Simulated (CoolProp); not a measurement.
Acetone along the isotherm 550 K: density (kg/m³) from the reference equation and from simpler models built on Tc = 508.1 K, pc = 46.92 bar, ω = 0.307; each cubic takes its own stable root.

Computed with CoolProp (reference Helmholtz-energy equation of state, Lemmon 2006). It is a short technical equation, of lower accuracy than the large ones.

```tsv
p (bar)	phase	reference
0.223	gas	0.2836
0.336	gas	0.4277
0.507	gas	0.6460
0.764	gas	0.9751
1.15	gas	1.471
1.74	gas	2.235
2.62	gas	3.384
3.96	gas	5.161
5.97	gas	7.886
9.01	gas	12.15
13.6	gas	18.97
20.5	gas	30.17
30.9	gas	49.86
46.7	gas	89.92
70.4	supercritical	211.7
```

**Question.** How far does each simpler model (van der Waals, Redlich-Kwong, Soave-Redlich-Kwong, Peng-Robinson) lie from the reference over these 15 states: mean and median of the absolute difference, and the worst?

**Answer.** 
- van der Waals: mean 0.9 %, median 0.5 %, worst -3.0 % at 550 K and 30.9 bar
- Redlich-Kwong: mean 0.6 %, median 0.3 %, worst -2.3 % at 550 K and 70.4 bar
- Soave-Redlich-Kwong: mean 2.0 %, median 0.4 %, worst -15.4 % at 550 K and 70.4 bar
- Peng-Robinson: mean 0.9 %, median 0.1 %, worst -10.1 % at 550 K and 70.4 bar
